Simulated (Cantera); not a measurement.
A closed system holds: 1 mol C₂H₆, 1.2 mol NH₃, 21 mol H₂, equilibrated at 3023.15 K.

These are equilibrium values from Cantera (NASA tables, ideal gas, pure condensed phases), not measurements of a reactor. Candidate condensed phases: C, C₆H₆, C₇H₈, C₈H₁₈; 92 gas species. The ideal-gas law is rough above about 30 bar. Equilibrium is a limit: real reactors are often held back by kinetics, nucleation or transport.

log p: log10 of the partial pressure in bar; nothing condenses.

| P (Pa) | log p H | log p H₂ | log p C | log p C₂H₂ (acetylene) | log p HCN | log p N₂ |
|---|---|---|---|---|---|---|
| 10 | -4.02 | -6.50 | -5.50 | -10.28 | -8.23 | -6.00 |
| 72 | -3.17 | -4.80 | -4.91 | -7.39 | -6.37 | -5.15 |
| 520 | ? | ? | ? | ? | ? | ? |
| 3700 | -1.69 | -1.83 | -4.38 | -3.36 | -3.48 | -3.42 |
| 27000 | -1.14 | -0.74 | -4.36 | -2.23 | -2.46 | -2.50 |
| 190000 | -0.67 | 0.20 | -4.37 | -1.32 | -1.56 | -1.62 |
| 1400000 | ? | ? | -4.38 | ? | ? | ? |
| 10000000 | 0.21 | 1.96 | -4.40 | 0.40 | 0.17 | 0.14 |

### Question
Some entries are withheld; supply them.

### Answer

- 520, log p H: -2.36
- 520, log p H₂: -3.18
- 520, log p C: -4.55
- 520, log p C₂H₂ (acetylene): -5.06
- 520, log p HCN: -4.77
- 520, log p N₂: -4.30
- 1400000, log p H: -0.22
- 1400000, log p H₂: 1.10
- 1400000, log p C₂H₂ (acetylene): -0.43
- 1400000, log p HCN: -0.68
- 1400000, log p N₂: -0.73
